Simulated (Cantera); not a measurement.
An isothermal, constant-pressure homogeneous reactor starts with CO : O2 : H2O : N2 = 0.022 : 0.068 : 0.0043 : 1 (molar parts), at 1200 K and 0.118 atm.

Cantera simulation using GRI-Mech 3.0 (53 species, 325 reactions); the numbers are that mechanism's predictions, not measurements.

One state of this run: x CO = 0.00309; x O2 = 0.0531; x H2O = 0.00346; x H2O2 = 4.20e-8; x OH = 0.000236. x: mole fraction; the columns are a selection and need not sum to one.

Which value of t (s) does it belong to?
A. 0.00156
B. 0.0424
C. 0.128
D. 0.221

B, 0.0424
